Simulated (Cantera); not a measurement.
A perfectly stirred reactor is fed with H2 : O2 = 0.37 : 1 (molar parts), equivalence ratio 0.18, at 12.0 Torr; it is held at 1175 K, and followed from long to short residence time.

Model: GRI-Mech 3.0 (53 species, 325 reactions), integrated in Cantera. Radical loss at walls, strong at low pressure, is not modelled. The temperature is held fixed by assumption; the heat of reaction is taken as removed at once.

x: mole fraction; the columns are a selection and need not sum to one.

```csv
τ (s),x H2,x O2,x H2O2,x H2O,x HO2
0.57,0.00120,0.684,5.87e-7,0.308,8.81e-6
0.25,0.00202,0.682,6.75e-7,0.306,1.08e-5
0.11,0.00334,0.678,7.43e-7,0.302,1.26e-5
0.046,0.00564,0.672,7.75e-7,0.294,1.40e-5
0.020,0.00911,0.662,7.58e-7,0.280,1.46e-5
0.0085,0.0144,0.646,6.95e-7,0.258,1.44e-5
0.0036,0.0218,0.630,6.25e-7,0.228,1.34e-5
0.0016,…,0.620,6.00e-7,…,1.24e-5
0.00068,0.0525,0.623,6.29e-7,0.169,1.14e-5
0.00029,0.0914,0.640,6.48e-7,0.132,1.01e-5
0.00013,…,0.674,…,…,…
```

Question: Some entries are withheld; supply them.

Answer: 
- 0.0016, x H2: 0.0324
- 0.0016, x H2O: 0.199
- 0.00013, x H2: 0.159
- 0.00013, x H2O2: 4.86e-7
- 0.00013, x H2O: 0.0793
- 0.00013, x HO2: 7.99e-6
